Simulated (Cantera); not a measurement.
Charge: 1 mol SiH2Cl2, 0.88 mol NH3, equilibrated at 4.10 mbar.

These are equilibrium values from Cantera (NASA tables, ideal gas, pure condensed phases), not measurements of a reactor. Candidate condensed phases: NH4Cl, Si, Si3N4; 28 gas species. Mutual solubility and eutectic melting of coexisting phases are not modelled. The tables' values for SiCl3, SiCl, SiN are old estimates; treat these amounts as uncertain. Gases not in the tables: Si2H6 and higher silanes. Rates play no part.

x: gas mole fraction; n: condensed amount in mol.

| T (°C) | x H2 | x HCl | x SiCl2 | x N2 | x SiCl4 | x SiCl3 | n Si3N4(s) | n Si(s) | n Si(l) |
|---|---|---|---|---|---|---|---|---|---|
| 1052 | 0.555 | 0.327 | 0.0693 | 0.00489 | 0.0240 | 0.0175 | 0.212 | 0 | 0 |
| 1102 | 0.542 | 0.325 | 0.0920 | 0.0118 | 0.0122 | 0.0156 | 0.201 | 0 | 0 |
| 1152 | 0.540 | 0.302 | 0.116 | 0.0224 | 0.00543 | 0.0127 | 0.182 | 0 | 0 |
| 1202 | 0.546 | (withheld) | (withheld) | (withheld) | (withheld) | 0.00950 | (withheld) | 0 | 0 |
| 1252 | 0.554 | 0.227 | 0.162 | 0.0481 | 0.000831 | 0.00674 | 0.136 | 0 | 0 |
| 1302 | 0.564 | 0.189 | 0.182 | 0.0602 | 0.000305 | 0.00460 | 0.114 | 0 | 0 |
| 1352 | 0.538 | 0.166 | 0.180 | 0.111 | 0.000124 | 0.00310 | 0.0119 | 0.280 | 0 |
| 1402 | 0.535 | 0.163 | 0.180 | 0.117 | (withheld) | 0.00236 | 0 | (withheld) | 0 |
| 1452 | 0.532 | 0.166 | 0.179 | 0.117 | 3.62e-5 | 0.00186 | 0 | 0 | 0.316 |
| 1502 | 0.529 | 0.171 | 0.177 | 0.117 | 2.16e-5 | 0.00150 | 0 | 0 | 0.322 |
| 1552 | 0.524 | 0.175 | 0.174 | 0.117 | 1.32e-5 | 0.00122 | 0 | 0 | 0.328 |
| 1602 | 0.519 | 0.178 | 0.171 | 0.116 | 8.22e-6 | 0.000999 | 0 | 0 | 0.331 |

Problem. Complete the blanks.

Solution. 
- 1402, x SiCl4: 6.39e-5
- 1402, n Si(s): 0.312
- 1202, x HCl: 0.267
- 1202, x SiCl2: 0.140
- 1202, x N2: 0.0351
- 1202, x SiCl4: 0.00219
- 1202, n Si3N4(s): 0.160
